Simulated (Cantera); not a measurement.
Cantera run:

```python
import numpy as np
import cantera as ct

gas_names = """
    B BH BH2 BH3 BN B2 H H2 N NH NH2 NH3 N2 N2H2 N2H4
""".split()
cond_names = """
    B(b) B(L) BN(s)
""".split()


# ... load() reads the species with a 1 bar reference pressure and builds the phases ...
atoms = {
    'B': {'B': 1},
    'N2': {'N': 2},
    'H2': {'H': 2},
}
top_T = {'BN(s)': 3200}  # K; cautious upper limits of use, not melting points


# ... equilibrate(T, P, feed) seeds the gas with the atoms and calls Mixture.equilibrate('TP', solver="vcs", rtol=1e-11, max_steps=5000) ...
results = []
P = 210  # Pa
for T in [1400, 1500, 1600, 1700, 1800, 1900, 2000, 2100, 2200, 2300, 2400]:
    for m in [2.3, 3, 3.8, 4.5, 5.3, 6, 6.8, 7.5, 8.3, 9, 9.8, 11]:
        feed = {'B': 1, 'N2': m, 'H2': 120}  # mol
        mix = equilibrate(T, P, feed)
        results.append((T, P, feed, dict(zip(mix.species_names, mix.species_moles))))

for T, P, feed, n in results:
    print(f"{T:7g} {feed['N2']:10.4g}  " + (" + ".join(c for c in cond_names if n.get(c, 0) > 1e-12) or "gas only"))
```

Output:

```
   1400        2.3  BN(s)
   1400          3  BN(s)
   1400        3.8  BN(s)
   1400        4.5  BN(s)
   1400        5.3  BN(s)
   1400          6  BN(s)
   1400        6.8  BN(s)
   1400        7.5  BN(s)
   1400        8.3  BN(s)
   1400          9  BN(s)
   1400        9.8  BN(s)
   1400         11  BN(s)
   1500        2.3  BN(s)
   1500          3  BN(s)
   1500        3.8  BN(s)
   1500        4.5  BN(s)
   1500        5.3  BN(s)
   1500          6  BN(s)
   1500        6.8  BN(s)
   1500        7.5  BN(s)
   1500        8.3  BN(s)
   1500          9  BN(s)
   1500        9.8  BN(s)
   1500         11  BN(s)
   1600        2.3  BN(s)
   1600          3  BN(s)
   1600        3.8  BN(s)
   1600        4.5  BN(s)
   1600        5.3  BN(s)
   1600          6  BN(s)
   1600        6.8  BN(s)
   1600        7.5  BN(s)
   1600        8.3  BN(s)
   1600          9  BN(s)
   1600        9.8  BN(s)
   1600         11  BN(s)
   1700        2.3  BN(s)
   1700          3  BN(s)
   1700        3.8  BN(s)
   1700        4.5  BN(s)
   1700        5.3  BN(s)
   1700          6  BN(s)
   1700        6.8  BN(s)
   1700        7.5  BN(s)
   1700        8.3  BN(s)
   1700          9  BN(s)
   1700        9.8  BN(s)
   1700         11  BN(s)
   1800        2.3  BN(s)
   1800          3  BN(s)
   1800        3.8  BN(s)
   1800        4.5  BN(s)
   1800        5.3  BN(s)
   1800          6  BN(s)
   1800        6.8  BN(s)
   1800        7.5  BN(s)
   1800        8.3  BN(s)
   1800          9  BN(s)
   1800        9.8  BN(s)
   1800         11  BN(s)
   1900        2.3  BN(s)
   1900          3  BN(s)
   1900        3.8  BN(s)
   1900        4.5  BN(s)
   1900        5.3  BN(s)
   1900          6  BN(s)
   1900        6.8  BN(s)
   1900        7.5  BN(s)
   1900        8.3  BN(s)
   1900          9  BN(s)
   1900        9.8  BN(s)
   1900         11  BN(s)
   2000        2.3  B(b)
   2000          3  B(b)
   2000        3.8  B(b)
   2000        4.5  B(b)
   2000        5.3  B(b)
   2000          6  B(b)
   2000        6.8  B(b)
   2000        7.5  B(b) + BN(s)
   2000        8.3  BN(s)
   2000          9  BN(s)
   2000        9.8  BN(s)
   2000         11  BN(s)
   2100        2.3  B(b)
   2100          3  B(b)
   2100        3.8  B(b)
   2100        4.5  B(b)
   2100        5.3  B(b)
   2100          6  B(b)
   2100        6.8  B(b)
   2100        7.5  B(b)
   2100        8.3  B(b)
   2100          9  B(b)
   2100        9.8  B(b)
   2100         11  B(b)
   2200        2.3  B(b)
   2200          3  B(b)
   2200        3.8  B(b)
   2200        4.5  B(b)
   2200        5.3  B(b)
   2200          6  B(b)
   2200        6.8  B(b)
   2200        7.5  B(b)
   2200        8.3  B(b)
   2200          9  B(b)
   2200        9.8  B(b)
   2200         11  B(b)
   2300        2.3  B(b)
   2300          3  B(b)
   2300        3.8  B(b)
   2300        4.5  B(b)
   2300        5.3  B(b)
   2300          6  B(b)
   2300        6.8  B(b)
   2300        7.5  B(b)
   2300        8.3  B(b)
   2300          9  B(b)
   2300        9.8  B(b)
   2300         11  B(b)
   2400        2.3  gas only
   2400          3  gas only
   2400        3.8  gas only
   2400        4.5  gas only
   2400        5.3  gas only
   2400          6  gas only
   2400        6.8  gas only
   2400        7.5  gas only
   2400        8.3  gas only
   2400          9  gas only
   2400        9.8  gas only
   2400         11  gas only
```

Method: chemical equilibrium by Gibbs-energy minimisation in Cantera with the NASA 1993 tables (ideal gas, pure condensed phases). N2 is the only nitrogen source here; it is nearly inert below about 1500 K, so the nitride shown seldom forms there in practice. Mutual solubility and eutectic melting of coexisting phases are not modelled.
